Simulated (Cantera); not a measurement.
A closed system holds: 1 mol TiCl₄, 7.1 mol O₂, at 1850 °C and 13300 Pa.

Cantera equilibrium calculation (NASA polynomials, part measured and part estimated; ideal gas, pure solids and liquids). Candidate condensed phases: Ti, TiCl₂, TiCl₃, TiCl₄, TiO, TiO₂, Ti₂O₃, Ti₃O₅, Ti₄O₇; 15 gas species. The numbers say what is thermodynamically allowed, not how fast it happens.

Base state: O₂ 0.609, Cl 0.372, Cl₂ 0.0139, O 0.00348, ClO 0.00146, TiOCl₂ 0.000134, TiO₂ 1.34e-5, TiCl₄ 1.11e-5 (mole fractions); condensed: TiO₂(rutile).

Task: What changes in the equilibrium state with this change: pressure from 13300 Pa to 9600 Pa?

Result: 
```csv
species,before,after
O₂,0.609,0.607
Cl,0.372,0.377
Cl₂,0.0139,0.0103
TiOCl₂,0.000134,0.000117
TiCl₄,1.11e-5,6.14e-6
TiO₂,1.34e-5,1.86e-5
O,0.00348,0.00410
ClO,0.00146,0.00126
"TiO₂(rutile), mol",0.998,0.999
```
